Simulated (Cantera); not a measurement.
A closed system holds: 1 mol CF₄, a varied amount of H₂, held at 1723.15 K and 1100 Pa.

Method: chemical equilibrium by Gibbs-energy minimisation in Cantera with the NASA 1993 tables (ideal gas, pure condensed phases). Candidate condensed phases: C, C₆H₆, C₇H₈, C₈H₁₈; 95 gas species. Kinetics and transport are ignored.

**Question.** At 3.1 mol H₂, list the 4 most abundant gas species with their mole fractions, and the condensed phases.

**Answer.** HF 0.784, H₂ 0.215, H 0.000808, C₂H₂ (acetylene) 1.95e-5. Condensed: C(graphite).
